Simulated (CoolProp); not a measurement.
Vapour pressure (MPa) of nitrous oxide: the reference equation beside estimates from Tc = 36.4 °C, pc = 7.245 MPa, ω = 0.161. Clausius-Clapeyron is anchored at -41.85 °C with a constant enthalpy of vaporisation of 13.81 kJ/mol.

Computed with CoolProp (reference Helmholtz-energy equation of state, Lemmon 2006). It is a short technical equation, of lower accuracy than the large ones.

```json
[
 {"T (°C)": "-73.95", "reference": "0.2245", "Clausius-Clapeyron": "0.2761", "Soave-Redlich-Kwong": "0.2246", "Peng-Robinson": "0.2265"},
 {"T (°C)": "-65.95", "reference": "0.3297", "Clausius-Clapeyron": "0.3811", "Soave-Redlich-Kwong": "0.3299", "Peng-Robinson": "0.3310"},
 {"T (°C)": "-57.85", "reference": "0.4710", "Clausius-Clapeyron": "0.5152", "Soave-Redlich-Kwong": "0.4717", "Peng-Robinson": "0.4710"},
 {"T (°C)": "-49.85", "reference": "0.6513", "Clausius-Clapeyron": "0.6793", "Soave-Redlich-Kwong": "0.6531", "Peng-Robinson": "0.6497"},
 {"T (°C)": "-41.85", "reference": "0.8787", "Clausius-Clapeyron": "0.8787", "Soave-Redlich-Kwong": "0.8825", "Peng-Robinson": "0.8756"},
 {"T (°C)": "-33.85", "reference": "1.160", "Clausius-Clapeyron": "1.117", "Soave-Redlich-Kwong": "1.167", "Peng-Robinson": "1.156"},
 {"T (°C)": "-25.75", "reference": "1.508", "Clausius-Clapeyron": "1.402", "Soave-Redlich-Kwong": "1.519", "Peng-Robinson": "1.503"},
 {"T (°C)": "-17.75", "reference": "1.921", "Clausius-Clapeyron": "1.731", "Soave-Redlich-Kwong": "1.938", "Peng-Robinson": "1.916"},
 {"T (°C)": "-9.75", "reference": "2.410", "Clausius-Clapeyron": "2.109", "Soave-Redlich-Kwong": "2.436", "Peng-Robinson": "2.408"},
 {"T (°C)": "-1.75", "reference": "2.984", "Clausius-Clapeyron": "2.540", "Soave-Redlich-Kwong": "3.019", "Peng-Robinson": "2.987"},
 {"T (°C)": "6.35", "reference": "3.662", "Clausius-Clapeyron": "3.033", "Soave-Redlich-Kwong": "3.707", "Peng-Robinson": "3.671"},
 {"T (°C)": "14.35", "reference": "4.436", "Clausius-Clapeyron": "3.579", "Soave-Redlich-Kwong": "4.489", "Peng-Robinson": "4.455"},
 {"T (°C)": "22.35", "reference": "5.328", "Clausius-Clapeyron": "4.185", "Soave-Redlich-Kwong": "5.383", "Peng-Robinson": "5.354"},
 {"T (°C)": "30.45", "reference": "6.370", "Clausius-Clapeyron": "4.862", "Soave-Redlich-Kwong": "6.411", "Peng-Robinson": "6.395"}
]
```

Absolute difference from the reference over all 14 rows, mean and median: Clausius-Clapeyron 13.0 and 13.7 %, Soave-Redlich-Kwong 0.7 and 0.7 %, Peng-Robinson 0.3 and 0.3 %.
